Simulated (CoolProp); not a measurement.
A single-stage vapour-compression cycle with R134a: evaporating at 213.15 K (dew point), condensing at 277.15 K (bubble point), superheat 0 K, subcooling 5 K, compressor efficiency 0.65, no pressure losses. Each further row changes one setting.

Model: reference Helmholtz-energy equation of state, Tillner-Roth 1994, in CoolProp.

```json
[
 {"case": "as stated", "cooling COP": "1.72", "pressure ratio": "21.2", "discharge temperature (K)": "337.5", "refrigerating effect (kJ/kg)": "163", "volumetric capacity (kJ/m³)": "151"},
 {"case": "evaporating temperature 218.15 K", "cooling COP": "1.95", "pressure ratio": "15.5", "discharge temperature (K)": "330.3", "refrigerating effect (kJ/kg)": "166", "volumetric capacity (kJ/m³)": "207"},
 {"case": "condensing temperature 272.15 K", "cooling COP": "1.91", "pressure ratio": "17.8", "discharge temperature (K)": "329.9", "refrigerating effect (kJ/kg)": "169", "volumetric capacity (kJ/m³)": "157"},
 {"case": "subcooling 10 K", "cooling COP": "1.79", "pressure ratio": "21.2", "discharge temperature (K)": "337.5", "refrigerating effect (kJ/kg)": "169", "volumetric capacity (kJ/m³)": "157"},
 {"case": "superheat 10 K", "cooling COP": "1.71", "pressure ratio": "21.2", "discharge temperature (K)": "349.5", "refrigerating effect (kJ/kg)": "170", "volumetric capacity (kJ/m³)": "150"},
 {"case": "compressor efficiency 0.55", "cooling COP": "1.45", "pressure ratio": "21.2", "discharge temperature (K)": "355.6", "refrigerating effect (kJ/kg)": "163", "volumetric capacity (kJ/m³)": "151"}
]
```
